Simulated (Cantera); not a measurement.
A perfectly stirred reactor is fed with H2 : O2 : N2 = 1 : 1.02 : 3.84 (molar parts), equivalence ratio 0.49, at 0.590 bar; it is adiabatic with a 648 K inlet, and is followed from long to short residence time, starting on the burning branch (τ in s: 0.072, 0.04, 0.022, 0.013, 0.0071, 0.004, 0.0022, 0.0012, 0.00069, 0.00039, 0.00022, 0.00012, 6.8e-05).

Computed with Cantera and the H2/O2 subset of GRI-Mech 3.0, which has no nitrogen chemistry.

Q: What does this change do: N2 3.84 to 5.2 parts?

A: 
| quantity | before | after |
|---|---|---|
| blow-out, bracketed by the residence times tried | burning at 68.0 µs, the shortest tried | burning at 68.0 µs, the shortest tried |
| x(H2) at τ = 72.0 ms | 0.000456 | 0.000357 |
| x(O2) at τ = 72.0 ms | 0.0961 | 0.0769 |
| x(H2O2) at τ = 72.0 ms | 9.68e-8 | 1.36e-7 |
| x(OH) at τ = 72.0 ms | 0.00316 | 0.00174 |
| x(HO2) at τ = 72.0 ms | 2.03e-6 | 2.60e-6 |
| x(H2) at τ = 2.20 ms | 0.00393 | 0.00321 |
| x(O2) at τ = 2.20 ms | 0.0946 | 0.0764 |
| x(H2O2) at τ = 2.20 ms | 3.66e-7 | 6.08e-7 |
| x(OH) at τ = 2.20 ms | 0.00809 | 0.00456 |
| x(HO2) at τ = 2.20 ms | 1.11e-5 | 1.38e-5 |

Q: What does this change do: inlet temperature 648 to 348 K?

A: 
```
quantity                                                                          before                                after
------------------------------------------------  --------------------------------------  -----------------------------------
blow-out, bracketed by the residence times tried  burning at 68.0 µs, the shortest tried  burning at 0.120 ms, out at 68.0 µs
x(H2) at τ = 72.0 ms                                                            0.000456                             0.000350
x(O2) at τ = 72.0 ms                                                              0.0961                               0.0965
x(H2O2) at τ = 72.0 ms                                                           9.68e-8                              1.84e-7
x(OH) at τ = 72.0 ms                                                             0.00316                              0.00180
x(HO2) at τ = 72.0 ms                                                            2.03e-6                              3.34e-6
x(H2) at τ = 2.20 ms                                                             0.00393                              0.00325
x(O2) at τ = 2.20 ms                                                              0.0946                               0.0959
x(H2O2) at τ = 2.20 ms                                                           3.66e-7                              8.29e-7
x(OH) at τ = 2.20 ms                                                             0.00809                              0.00479
x(HO2) at τ = 2.20 ms                                                            1.11e-5                              1.92e-5
```
